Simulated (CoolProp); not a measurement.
The numbers come from the reference Helmholtz-energy equation of state, Thol 2014 in CoolProp.

### Question
Give the vapour pressure (bar), vapour density (kg/m³), enthalpy of vaporisation (kJ/kg), liquid cp (kJ/(kg K)) of saturated chloromethane (R40) at 322.6, 376.5 K.

### Answer
| T (K) | p (bar) | vapour density (kg/m³) | enthalpy of vaporisation (kJ/kg) | liquid cp (kJ/(kg K)) |
|---|---|---|---|---|
| 322.6 | 11.1 | 25.0 | 342 | 1.70 |
| 376.5 | 34.5 | 85.1 | 244 | 2.23 |
